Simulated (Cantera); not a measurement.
Input: 1 mol Si, 4.9 mol HCl, held at 500 K and 1.00 bar.

Method: chemical equilibrium by Gibbs-energy minimisation in Cantera with the NASA 1993 tables (ideal gas, pure condensed phases). Candidate condensed phases: Si; 19 gas species. The numbers say what is thermodynamically allowed, not how fast it happens.

Base state: H₂ 0.513, SiCl₄ 0.256, HCl 0.231 (mole fractions); condensed: gas only.

**Question.** What changes in the equilibrium state with this change: HCl from 4.9 to 2.4 mol?

**Answer.** 
| species | before | after |
|---|---|---|
| H₂ | 0.513 | 0.626 |
| SiCl₄ | 0.256 | 0.255 |
| SiHCl₃ | 9.08e-7 | 0.117 |
| HCl | 0.231 | 2.17e-6 |
| SiH₂Cl₂ | <1e-9 | 0.00185 |
| Si(s), mol | 0 | 0.347 |
